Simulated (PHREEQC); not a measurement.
Consider water at 55 °C with 15 mmol/kgw H3BO3 and 11 mmol/kgw Na2HPO4. Closed to the air; pH follows from the charge balance.

Model: ion-association model, phreeqc.dat, run in PHREEQC.

Precipitation was switched off in this run.

Order these P species by the share of P that they hold, largest first: H2PO4-, NaHPO4-, HPO4-2.

HPO4-2 (88 %), H2PO4- (10 %), NaHPO4- (1.9 %)

The pH is 7.85 and the ionic strength 0.0315 mol/kgw. Complexes and solids missing from the database can't appear. Away from 25 °C the constants follow the database's enthalpies or fits; those with neither stay at their 25 °C values.
